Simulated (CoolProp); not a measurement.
A single-stage vapour-compression cycle with the fluid: evaporating at 323.15 K (dew point), condensing at 373.15 K (bubble point), superheat 10 K, subcooling 0 K, compressor efficiency 0.75, no pressure losses. The same conditions are run with several fluids, on thermodynamics alone (safety and materials aside).

The numbers come from the reference Helmholtz-energy equation of state of each fluid (toluene: Lemmon 2006; benzene: Thol 2012; hexamethyldisiloxane (MM): Thol 2016; R142b: Lemmon 2006; isobutane: Bücker 2006; n-pentane: Thol 2019) in CoolProp.

| fluid | cooling COP | pressure ratio | discharge temperature (K) | refrigerating effect (kJ/kg) | volumetric capacity (kJ/m³) |
|---|---|---|---|---|---|
| toluene | 4.20 | 6.04 | 390.0 | 317 | 131 |
| benzene | 4.20 | 4.98 | 396.6 | 333 | 345 |
| hexamethyldisiloxane (MM) | 3.45 | 5.69 | 373.2 | 131 | 137 |
| R142b | 3.40 | 3.04 | 388.8 | 119 | 3380 |
| isobutane | 3.15 | 2.90 | 380.1 | 175 | 2930 |
| n-pentane | 3.71 | 3.72 | 374.3 | 235 | 1030 |

The compression ends wet for: hexamethyldisiloxane (MM).
